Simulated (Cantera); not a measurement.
A perfectly stirred reactor is fed with H2 : O2 = 0.41 : 1 (molar parts), equivalence ratio 0.20, at 520 Pa; it is held at 1423 K, and followed from long to short residence time.

Computed with Cantera and the H2/O2 subset of GRI-Mech 3.0, which has no nitrogen chemistry. Radical loss at walls, strong at low pressure, is not modelled. The temperature is held fixed by assumption; the heat of reaction is taken as removed at once.

x: mole fraction; the columns are a selection and need not sum to one.

```csv
τ (s),x H2,x O2,x O,x OH,x HO2,x H,x H2O2
16,0.000716,0.655,0.00285,0.00480,___,0.000457,4.66e-8
3.9,0.00181,0.650,0.00727,0.00762,___,0.00187,7.22e-8
0.98,0.00434,0.639,0.0177,0.0117,___,0.00711,1.02e-7
0.24,0.00951,0.615,0.0405,0.0170,2.74e-6,0.0246,1.24e-7
0.061,0.0160,0.579,0.0729,0.0213,2.61e-6,0.0589,1.21e-7
0.015,0.0207,0.554,0.0943,0.0232,2.38e-6,0.0872,1.11e-7
0.0038,0.0274,0.550,0.0965,0.0244,2.28e-6,0.0972,1.12e-7
0.00095,0.0490,0.565,0.0821,0.0264,2.19e-6,0.0962,1.22e-7
0.00024,0.121,0.612,0.0483,0.0244,___,0.0726,1.08e-7
```

Fill in the missing entries.


- 16, x HO2: 9.91e-7
- 3.9, x HO2: 1.69e-6
- 0.98, x HO2: 2.38e-6
- 0.00024, x HO2: 1.85e-6
